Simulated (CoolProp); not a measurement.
Computed with CoolProp (reference Helmholtz-energy equation of state, Thol 2016).

Question: Give the vapour pressure (bar), liquid cp (kJ/(kg K)), surface tension (mN/m) of saturated hexamethyldisiloxane (MM) at 356.2, 367.5, 390.1 K.

Answer: 
```
T (K)  p (bar)  liquid cp (kJ/(kg K))  surface tension (mN/m)
-----  -------  ---------------------  ----------------------
356.2    0.592                   2.06                    10.5
367.5    0.844                   2.10                    9.54
390.1     1.59                   2.17                    7.77
```

Surface tension comes from a separate correlation (Mulero 2014), older than this fluid's equation and unchecked against measurements.
